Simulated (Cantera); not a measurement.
Input: 1 mol Ta, 7 mol H2O, 130 mol H2, at 2375 K and 0.133 bar.

Equilibrium computed with Cantera from the NASA thermochemical tables; the gas is ideal and each condensed phase is pure. Candidate condensed phases: H2O, Ta, Ta2O5; 12 gas species. Kinetics and transport are ignored.

Base state: H2 0.930, H 0.0372, H2O 0.0323, TaO2 0.000507, OH 0.000230, TaO 1.99e-5 (mole fractions); condensed: Ta2O5(l).

Q: What changes in the equilibrium state with this change: Ta replaced by Zr?

A: 
| species | before | after |
|---|---|---|
| H2 | 0.930 | 0.927 |
| H | 0.0372 | 0.0372 |
| H2O | 0.0323 | 0.0356 |
| TaO2 | 0.000507 | 0 |
| TaO | 1.99e-5 | 0 |
| OH | 0.000230 | 0.000254 |
| Ta2O5(l), mol | 0.463 | 0 |
| ZrO2(tetragonal), mol | 0 | 1.000 |
Further candidate phases: Zr, ZrO2.
